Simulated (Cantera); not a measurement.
## Premixed flame

A freely propagating, adiabatic, planar premixed flame of CH₄ : CO : O₂ : N₂ = 1 : 0.24 : 1.93 : 7.25 (molar parts), unburnt at 700 K and 4500 Torr; mixture-averaged transport, grid criteria slope 0.08 and curve 0.16, no radiation.

Cantera simulation using GRI-Mech 3.0 (53 species, 325 reactions); the numbers are that mechanism's predictions, not measurements. Burning velocities carry a grid error of a few per cent, more on coarse grids.

| z (mm) | T (K) | u (m/s) | x CH₄ | x CO | x O₂ | x O | x NO | x C₂H |
|---|---|---|---|---|---|---|---|---|
| -0.220 | 700 | 1.06 | 0.0958 | 0.0230 | 0.185 | <1e-8 | <1e-8 | <1e-8 |
| -0.147 | 704 | 1.07 | 0.0952 | 0.0230 | 0.184 | <1e-8 | 2.35e-8 | <1e-8 |
| -0.110 | 717 | 1.10 | 0.0940 | 0.0232 | 0.183 | <1e-8 | 1.03e-7 | <1e-8 |
| -0.0734 | 791 | 1.22 | 0.0884 | 0.0247 | 0.177 | 2.79e-8 | 7.03e-7 | <1e-8 |
| -0.0367 | 1184 | 1.84 | 0.0617 | 0.0359 | 0.142 | 7.19e-6 | 6.54e-6 | <1e-8 |
| -0.0183 | 1595 | 2.50 | 0.0334 | 0.0503 | 0.0997 | 8.47e-5 | 1.56e-5 | 2.12e-8 |
| 0 | 1992 | 3.14 | 0.00762 | 0.0636 | 0.0518 | 0.000574 | 3.10e-5 | 7.27e-7 |
| 0.0183 | 2173 | 3.42 | 0.000510 | 0.0598 | 0.0244 | 0.00169 | 5.18e-5 | 5.11e-7 |
| 0.0367 | 2239 | 3.50 | 1.73e-5 | 0.0504 | 0.0149 | 0.00216 | 6.68e-5 | 2.70e-8 |
| 0.0734 | 2313 | 3.60 | 3.18e-8 | 0.0417 | 0.00968 | 0.00179 | 8.28e-5 | <1e-8 |
| 0.147 | 2388 | 3.70 | <1e-8 | 0.0371 | 0.00649 | 0.00112 | 0.000103 | <1e-8 |
| 0.293 | 2447 | 3.77 | <1e-8 | 0.0340 | 0.00407 | 0.000619 | 0.000131 | <1e-8 |
| 0.587 | 2482 | 3.82 | <1e-8 | 0.0320 | 0.00259 | 0.000370 | 0.000170 | <1e-8 |
x: mole fraction of selected species; z is measured from the peak of heat release.

- laminar burning velocity: 106 cm/s
- thermal thickness: 0.0734 mm
- peak x(O): 0.00217
- peak x(C₂H): 1.01e-6
- grid points: 139
